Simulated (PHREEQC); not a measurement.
Make-up at 76 °C: 0.0029 mol Cu(BF4)2, 0.0005 mol HBF4 and 0.001 mol NaCl per kg of water. Closed to the air; pH follows from the charge balance.

All values are PHREEQC results (ion-association model, phreeqc.dat), not measurements.

| quantity | before | after |
|---|---|---|
| pH | 3.07 | 3.09 |
| ionic strength (mol/kgw) | 0.0103 | 0.0147 |
| HF (mol/kgw) | 0.00722 | 0.00765 |
| F- (mol/kgw) | 0.00232 | 0.00265 |
| H3BO3 (mol/kgw) | 0.00206 | 0.00168 |
| SI of Halite (NaCl) | -7.72 | -7.12 |

Task: Which change was made?
A) NaCl from 0.001 to 0.0009 mol/kgw
B) 0.0016 mol/kgw Na2SiF6 added
C) HBF4 from 0.0005 to 0.00055 mol/kgw
D) Cu(BF4)2 replaced by (NH4)2SiF6 at the same molality
E) Cu(BF4)2 from 0.0029 to 0.00261 mol/kgw

Result: B, 0.0016 mol/kgw Na2SiF6 added

This is a speciation only: nothing precipitates in the calculation. At this temperature some constants are extrapolated from 25 °C, and those without enthalpy data are left unchanged. SiF6-2 is the database's only silicon fluoride. Real BF4- forms and hydrolyses slowly; the run takes it at equilibrium.
